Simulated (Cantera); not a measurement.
A Cantera script and what it prints.

```python
import numpy as np
import cantera as ct

gas_names = """
    B BH BH2 BH3 BN BO BO2 B2 B2O B2O2 B2O3 B3O3H3 H HBO HBO2 HNO HNO2 HNO3 HO2 H2 H2O H2O2 H3B3O6 N NH
    NH2 NH3 NH2OH NO NO2 NO3 N2 N2H2 N2H4 N2O O OH O2 O3
""".split()
cond_names = """
    B(b) B(L) BN(s) B2O3(L) B3O3H3(cr) H2O(s) H2O(L)
""".split()


# ... load() reads the species with a 1 bar reference pressure and builds the phases ...
atoms = {
    'borazine': {'B': 3, 'N': 3, 'H': 6},
    'H2O': {'H': 2, 'O': 1},
    'N2': {'N': 2},
}
top_T = {'BN(s)': 3200}  # K; cautious upper limits of use, not melting points


# ... equilibrate(T, P, feed) seeds the gas with the atoms and calls Mixture.equilibrate('TP', solver="vcs", rtol=1e-11, max_steps=5000) ...
results = []
feed = {'borazine': 1, 'H2O': 7.5, 'N2': 150}  # mol
P = 62000  # Pa
for T in [1700, 1725, 1750, 1775, 1800, 1825, 1850, 1875, 1900, 1925]:
    mix = equilibrate(T, P, feed)
    results.append((T, P, feed, dict(zip(mix.species_names, mix.species_moles))))

top = {s: max(r[3][s] / sum(r[3][g] for g in gas_names) for r in results) for s in gas_names}
cols = sorted((s for s in top if top[s] > 0.0001), key=lambda s: -top[s])[:9]
seen = [c for c in cond_names if any(r[3].get(c, 0) > 1e-12 for r in results)]
print("log10 of partial pressures in bar; condensed amounts in mol")
print(f"{'T/K':>10s}" + "".join(f"{s[:9]:>10s}" for s in cols + seen))
for T, P, feed, n in results:
    ng = sum(n[g] for g in gas_names)
    print(f"{T:10.4g}" + "".join(f"{np.log10(max(n[s] / ng * P / 1e5, 1e-99)):10.3f}" for s in cols)
          + "".join(f"{n.get(c, 0):10.4g}" for c in seen))
```

It prints:

```
log10 of partial pressures in bar; condensed amounts in mol
       T/K        N2        H2      HBO2       H2O      B2O3         H       HBO   B2O3(L)
      1700    -0.241    -1.547    -2.029    -2.172    -3.107    -4.605    -4.192   0.04995
      1725    -0.241    -1.547    -2.020    -2.178    -3.060    -4.505    -4.126         0
      1750    -0.241    -1.548    -2.023    -2.176    -3.046    -4.407    -4.081         0
      1775    -0.241    -1.548    -2.026    -2.173    -3.033    -4.312    -4.038         0
      1800    -0.241    -1.548    -2.029    -2.171    -3.020    -4.220    -3.997         0
      1825    -0.241    -1.548    -2.032    -2.168    -3.008    -4.130    -3.957         0
      1850    -0.241    -1.549    -2.035    -2.166    -2.996    -4.043    -3.918         0
      1875    -0.241    -1.549    -2.038    -2.163    -2.985    -3.958    -3.880         0
      1900    -0.241    -1.549    -2.041    -2.161    -2.975    -3.875    -3.844         0
      1925    -0.241    -1.550    -2.044    -2.159    -2.965    -3.794    -3.809         0
```

Method: chemical equilibrium by Gibbs-energy minimisation in Cantera with the NASA 1993 tables (ideal gas, pure condensed phases). The feed counts by its element totals alone.
